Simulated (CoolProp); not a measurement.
Saturated liquid density (kg/m³) of R1336mzz(E): the reference equation beside estimates from Tc = 130.4 °C, pc = 27.79 bar, ω = 0.413. Rackett uses Z = 0.29056 − 0.08775 ω.

Values from CoolProp's reference Helmholtz-energy equation of state, Akasaka 2023.

```csv
T (°C),reference,Rackett,Redlich-Kwong,Soave-Redlich-Kwong,Peng-Robinson
3.15,1389,1430,1142,1217,1376
12.15,1364,1401,1116,1192,1349
21.15,1337,1371,…,1166,1320
30.15,…,1340,1059,1137,1289
39.15,1281,1308,1028,1107,1255
48.15,1250,1274,995.3,1074,1219
57.15,1217,1238,960.6,1039,…
66.15,1181,1201,923.6,1000,1135
75.15,1142,…,883.8,…,…
84.15,1099,1117,840.6,…,1034
93.15,1050,1068,793.1,858.8,972.9
102.15,994.1,1013,739.9,798.7,902.9
111.25,925.9,947.5,677.3,726.8,818.3
120.25,…,861.4,599.8,636.0,711.0
```

Q: Complete the blanks.

A: 
- 21.15, Redlich-Kwong: 1088
- 30.15, reference: 1310
- 57.15, Peng-Robinson: 1179
- 75.15, Rackett: 1160
- 75.15, Soave-Redlich-Kwong: 958.0
- 75.15, Peng-Robinson: 1087
- 84.15, Soave-Redlich-Kwong: 911.3
- 120.25, reference: 837.5

Absolute difference from the reference over all 14 rows, mean and median: Rackett 2.1 and 2.0 %, Redlich-Kwong 22.0 and 21.4 %, Soave-Redlich-Kwong 16.1 and 15.0 %, Peng-Robinson 5.0 and 3.5 %.
